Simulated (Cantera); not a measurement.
A perfectly stirred reactor is fed with CH4 : H2 = 0.019 : 1 (molar parts), at 82.5 Torr; it is held at 1775 K, and followed from long to short residence time.

Detailed kinetics in Cantera: GRI-Mech 3.0 (53 species, 325 reactions). GRI-Mech 3.0 stops at C3 and has no aromatics, soot or wall deposition, so with more carbon than oxygen in the feed, carbon stays in small species such as C2H2 where larger ones or solid carbon would form.

x: mole fraction; the columns are a selection and need not sum to one.

```csv
τ (s),x CH4,x H2,x C2H6,x H,x C2H
2.7,0.00417,0.988,8.90e-8,0.000859,4.81e-8
1.0,0.00633,0.987,2.00e-7,0.000849,4.03e-8
0.37,…,0.985,…,0.000835,…
0.14,0.0123,0.984,7.20e-7,0.000816,1.93e-8
0.050,0.0153,0.982,1.04e-6,0.000783,9.36e-9
0.018,0.0172,0.981,1.16e-6,0.000718,3.21e-9
0.0067,0.0181,0.981,9.39e-7,0.000581,6.51e-10
0.0025,0.0185,0.981,…,…,4.25e-11
0.00090,0.0186,0.981,9.37e-8,0.000150,<1e-12
0.00033,0.0186,0.981,1.28e-8,5.64e-5,<1e-12
0.00012,0.0186,0.981,1.29e-9,2.05e-5,<1e-12
```

Question: Fill in the missing entries.

Answer: 
- 0.37, x CH4: 0.00919
- 0.37, x C2H6: 4.12e-7
- 0.37, x C2H: 3.02e-8
- 0.0025, x C2H6: 4.38e-7
- 0.0025, x H: 0.000354
